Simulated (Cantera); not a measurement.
Charge: 1 mol HMDSO, a varied amount of H₂O, at 1627 °C and 17000 Pa.

Cantera equilibrium calculation (NASA polynomials, part measured and part estimated; ideal gas, pure solids and liquids). Candidate condensed phases: C, C₆H₆, C₇H₈, C₈H₁₈, H₂O, Si, SiC, SiO₂; 123 gas species. The feed counts by its element totals alone. The tables hold silica as quartz up to 1696 K and as liquid above; real silica turns to tridymite and cristobalite and melts near 1996 K. Gases not in the tables: Si(OH)₄. Kinetics and transport are ignored.

Which condensed phases are stable at each of these points (n(H₂O) (mol)): 0.44, 0.73, 1.2, 2.1, 3.5, 5.8, 9.7, 16, 27?


```csv
n(H₂O) (mol),condensed phases,Si condensed (%)
0.44,C(graphite) + SiC(s),99.5
0.73,C(graphite) + SiC(s),99.4
1.2,C(graphite) + SiC(s),99.2
2.1,C(graphite) + SiC(s),98.9
3.5,SiC(s),87.5
5.8,SiC(s),30.0
9.7,SiO₂(condensed),97.4
16,SiO₂(condensed),99.6
27,SiO₂(condensed),99.8
```

From 0.44 mol H₂O to 2.1 mol H₂O the condensed part is C(graphite) + SiC(s). From 3.5 mol H₂O to 5.8 mol H₂O the condensed part is SiC(s). From 9.7 mol H₂O to 27 mol H₂O the condensed part is SiO₂(condensed). The share of Si in condensed phases is highest at 27 mol H₂O (99.8 %) and lowest at 5.8 mol H₂O (30.0 %).
